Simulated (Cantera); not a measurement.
A Cantera script and what it prints.

```python
import numpy as np
import cantera as ct

gas_names = [...]  # 95 gases of nasa_gas.yaml made of C, F, H
cond_names = """
    C(gr) C6H6(L) C7H8(L) C8H18(L),n-octa
""".split()


# ... load() reads the species with a 1 bar reference pressure and builds the phases ...
atoms = {
    'C2F6': {'C': 2, 'F': 6},
    'H2': {'H': 2},
}
top_T = {'C(gr)': 4500}  # K; cautious upper limits of use, not melting points


# ... equilibrate(T, P, feed) seeds the gas with the atoms and calls Mixture.equilibrate('TP', solver="vcs", rtol=1e-11, max_steps=5000) ...
results = []
T = 2300  # K
P = 34  # Pa
for m in [0.45, 0.67, 0.98, 1.5, 2.1, 3.2, 4.7, 6.9, 10]:
    feed = {'C2F6': 1, 'H2': m}  # mol
    mix = equilibrate(T, P, feed)
    results.append((T, P, feed, dict(zip(mix.species_names, mix.species_moles))))
    x = sorted(zip(gas.X, gas.species_names), reverse=True)
    print(f"T = {T:g} K  P = {P:g} Pa  n(H2) = {m:g} mol  gas = {mix.phase_moles(0):.4g} mol")
    print("   x: " + "  ".join(f"{s} {v:.3e}" for v, s in x if v > 0.0001))
    print("   condensed (mol): " + ("  ".join(f"{mix.phase(i).name} {mix.phase_moles(i):.4g}"
          for i in range(1, mix.n_phases) if mix.phase_moles(i) > 1e-12) or "none"))
```

It prints:

```
T = 2300 K  P = 34 Pa  n(H2) = 0.45 mol  gas = 5.479 mol
   x: F 7.292e-01  HF 1.642e-01  CF2 9.370e-02  CF 1.215e-02  CF4 3.255e-04  CF3 3.006e-04
   condensed (mol): C(gr) 1.416
T = 2300 K  P = 34 Pa  n(H2) = 0.67 mol  gas = 5.557 mol
   x: F 6.684e-01  HF 2.410e-01  CF2 7.874e-02  CF 1.114e-02  CF3 2.316e-04  CF4 2.298e-04  H 1.179e-04
   condensed (mol): C(gr) 1.497
T = 2300 K  P = 34 Pa  n(H2) = 0.98 mol  gas = 5.658 mol
   x: F 5.835e-01  HF 3.462e-01  CF2 6.000e-02  CF 9.725e-03  H 1.940e-04  CF3 1.541e-04  CF4 1.335e-04
   condensed (mol): C(gr) 1.603
T = 2300 K  P = 34 Pa  n(H2) = 1.5 mol  gas = 5.802 mol
   x: HF 5.167e-01  F 4.411e-01  CF2 3.429e-02  CF 7.352e-03  H 3.829e-04
   condensed (mol): C(gr) 1.757
T = 2300 K  P = 34 Pa  n(H2) = 2.1 mol  gas = 5.927 mol
   x: HF 7.078e-01  F 2.735e-01  CF2 1.319e-02  CF 4.559e-03  H 8.458e-04
   condensed (mol): C(gr) 1.894
T = 2300 K  P = 34 Pa  n(H2) = 3.2 mol  gas = 6.381 mol
   x: HF 9.341e-01  H 5.036e-02  H2 9.207e-03  F 6.063e-03  CF 1.011e-04
   condensed (mol): C(gr) 1.998
T = 2300 K  P = 34 Pa  n(H2) = 4.7 mol  gas = 8.452 mol
   x: HF 7.085e-01  H 1.765e-01  H2 1.131e-01  F 1.312e-03  C2H2,acetylene 4.886e-04
   condensed (mol): C(gr) 1.989
T = 2300 K  P = 34 Pa  n(H2) = 6.9 mol  gas = 11.3 mol
   x: HF 5.303e-01  H 2.468e-01  H2 2.211e-01  C2H2,acetylene 9.555e-04  F 7.024e-04
   condensed (mol): C(gr) 1.975
T = 2300 K  P = 34 Pa  n(H2) = 10 mol  gas = 15.24 mol
   x: HF 3.933e-01  H2 3.117e-01  H 2.930e-01  C2H2,acetylene 1.347e-03  F 4.388e-04
   condensed (mol): C(gr) 1.954
```

These are equilibrium values from Cantera (NASA tables, ideal gas, pure condensed phases), not measurements of a reactor. The feed counts by its element totals alone.
